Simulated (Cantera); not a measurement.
Feed: 1 mol MgO, 0.93 mol Cl₂, equilibrated at 503 Torr.

Equilibrium computed with Cantera from the NASA thermochemical tables; the gas is ideal and each condensed phase is pure. Candidate condensed phases: Mg, MgCl₂, MgO; 11 gas species. Mutual solubility and eutectic melting of coexisting phases are not modelled. Equilibrium is a limit: real reactors are often held back by kinetics, nucleation or transport.

x: gas mole fraction; n: condensed amount in mol.

```
T (°C)   x Cl₂   x MgCl₂    x O₂      x Cl     x ClO  n MgCl₂(s)  n MgO(s)  n MgCl₂(l)
------  ------  --------  ------  --------  --------  ----------  --------  ----------
700      0.945  0.000138  0.0541  0.000305         ?      0.0953     0.905           0
800      0.937   0.00136  0.0605   0.00127         ?           0     0.894       0.105
900      0.912   0.00824  0.0753   0.00413         ?           0     0.869       0.124
1000     0.864    0.0367  0.0878    0.0110         ?           0     0.844       0.124
1100     0.759     0.129  0.0871    0.0245         ?           0     0.829      0.0445
1200     0.566     0.259   0.129    0.0446         ?           0     0.716           0
1300     0.360     0.381   0.190    0.0684         ?           0     0.543           0
1400     0.201     0.472   0.235    0.0911         ?           0     0.390           0
1500     0.106     0.522   0.261     0.110  0.000841           0     0.289           0
1600    0.0555     0.545   0.272     0.127  0.000902           0     0.237           0
```

Task: Some entries are withheld; supply them.

Result: 
- 700, x ClO: 3.89e-6
- 800, x ClO: 1.32e-5
- 900, x ClO: 3.85e-5
- 1000, x ClO: 9.20e-5
- 1100, x ClO: 0.000173
- 1200, x ClO: 0.000335
- 1300, x ClO: 0.000550
- 1400, x ClO: 0.000729
